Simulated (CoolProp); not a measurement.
n-perfluorohexane along the isobar 18.6 bar: Z from the reference equation and from simpler models built on Tc = 174.9 °C, pc = 17.42 bar, ω = 0.497; each cubic takes its own stable root.

Model: reference Helmholtz-energy equation of state, Gao 2022, in CoolProp.

| T (°C) | phase | reference |
|---|---|---|
| 101.05 | liquid | 0.1402 |
| 108.65 | liquid | 0.1403 |
| 116.25 | liquid | 0.1407 |
| 123.85 | liquid | 0.1415 |
| 131.35 | liquid | 0.1427 |
| 138.95 | liquid | 0.1446 |
| 146.55 | liquid | 0.1472 |
| 154.15 | liquid | 0.1512 |
| 161.65 | liquid | 0.1574 |
| 169.25 | liquid | 0.1687 |
| 176.85 | supercritical | 0.2108 |

### Question
How far does each simpler model (van der Waals, Redlich-Kwong) lie from the reference over these 11 states: mean and median of the absolute difference, and the worst?

### Answer
- van der Waals: mean 70.4 %, median 73.4 %, worst +74.5 % at 101.05 °C and 18.6 bar
- Redlich-Kwong: mean 31.1 %, median 30.2 %, worst +37.1 % at 169.25 °C and 18.6 bar
